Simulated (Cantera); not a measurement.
What does this Cantera script print?

```python
import numpy as np
import cantera as ct

gas = ct.Solution("gri30.yaml")
gas.TPX = 1125, 2666, {'N2O': 1}
reactor = ct.IdealGasConstPressureReactor(gas, energy="off", clone=False)
net = ct.ReactorNet([reactor])
net.rtol, net.atol = 1e-08, 1e-18
show = ['N2O', 'NO', 'O', 'N2', 'O2']
times = np.geomspace(0.0003, 100, 15)

steps = ct.SolutionArray(gas, extra=["t"])
rows = []
print(f"{'t/s':>10s}{'T/K':>9s}{'P/Pa':>11s}" + "".join(f"{s:>11s}" for s in show))
for t in times:
    while net.time < t:
        t_next = net.step()
        steps.append(gas.state, t=t_next)
    rows.append([np.interp(t, steps.t, y) for y in (steps.T, steps.P, *steps(*show).X.T)])
    print(f"{t:10.3e}{rows[-1][0]:9.1f}{rows[-1][1]:11.4g}" + "".join(f"{x:11.3e}" for x in rows[-1][2:]))
rate = np.gradient(steps.T, steps.t)
print("integrator steps:", len(steps.t))
if steps.T.max() > steps.T[0] + 200:
    print(f"time of steepest temperature rise: {steps.t[rate.argmax()]:.4e} s")
gas.TPX = 1125, 2666, {'N2O': 1}
gas.equilibrate("TP")
print(f"equilibrium (TP): T = {gas.T:.1f} K  " + "  ".join(f"{s} {gas[s].X[0]:.3e}" for s in show))
```

Output:

```
       t/s      T/K       P/Pa        N2O         NO          O         N2         O2
 3.000e-04   1125.0       2666  1.000e+00  3.109e-08  3.371e-07  7.272e-07  1.873e-07
 7.441e-04   1125.0       2666  1.000e+00  1.311e-07  4.835e-07  2.129e-06  7.901e-07
 1.845e-03   1125.0       2666  1.000e+00  4.289e-07  5.234e-07  5.905e-06  2.584e-06
 4.577e-03   1125.0       2666  1.000e+00  1.182e-06  5.243e-07  1.536e-05  7.122e-06
 1.135e-02   1125.0       2666  9.999e-01  3.051e-06  5.243e-07  3.881e-05  1.838e-05
 2.816e-02   1125.0       2666  9.998e-01  7.686e-06  5.243e-07  9.697e-05  4.630e-05
 6.983e-02   1125.0       2666  9.996e-01  1.918e-05  5.243e-07  2.412e-04  1.155e-04
 1.732e-01   1125.0       2666  9.991e-01  4.767e-05  5.243e-07  5.987e-04  2.872e-04
 4.296e-01   1125.0       2666  9.977e-01  1.182e-04  5.243e-07  1.484e-03  7.123e-04
 1.065e+00   1125.0       2666  9.943e-01  2.927e-04  5.243e-07  3.674e-03  1.763e-03
 2.643e+00   1125.0       2666  9.859e-01  7.219e-04  5.242e-07  9.061e-03  4.350e-03
 6.554e+00   1125.0       2666  9.654e-01  1.765e-03  5.241e-07  2.216e-02  1.064e-02
 1.626e+01   1125.0       2666  9.171e-01  4.232e-03  5.237e-07  5.313e-02  2.551e-02
 4.032e+01   1125.0       2666  8.103e-01  9.682e-03  5.228e-07  1.216e-01  5.839e-02
 1.000e+02   1125.0       2666  6.066e-01  2.005e-02  5.200e-07  2.522e-01  1.211e-01
integrator steps: 568
equilibrium (TP): T = 1125.0 K  N2O 1.369e-09  NO 1.237e-04  O 1.642e-08  N2 6.666e-01  O2 3.333e-01
```

Model: GRI-Mech 3.0 (53 species, 325 reactions), integrated in Cantera. GRI-Mech 3.0 was tuned for natural gas; its chemistry of N2O as a main component is partial and can be far from experiment. Radical loss at walls, strong at low pressure, is not modelled. The mechanism lacks the step 2 NO + O2 → 2 NO2, which can matter for NO2 below about 1400 K. The temperature is held fixed by assumption; the heat of reaction is taken as removed at once.
